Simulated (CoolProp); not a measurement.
A Linde-Hampson liquefier for ethane: isothermal reversible compression at 320 K from 1 atm to 10 MPa, throttling to 1 atm, return gas leaving the recuperator 5 K below the feed. Each further row changes one setting.

The numbers come from the reference Helmholtz-energy equation of state, Bücker 2006 in CoolProp.

```tsv
case	liquid yield per pass	compression work (kJ/kg of gas)
as stated	0.426	338
high pressure 20 MPa	___	___
warm-end temperature 350 K	___	395
warm-end gap 10 K	___	338
```

**Question.** What belongs in the gaps?

**Answer.** 
- high pressure 20 MPa, liquid yield per pass: 0.458
- high pressure 20 MPa, compression work (kJ/kg of gas): 366
- warm-end temperature 350 K, liquid yield per pass: 0.279
- warm-end gap 10 K, liquid yield per pass: 0.418
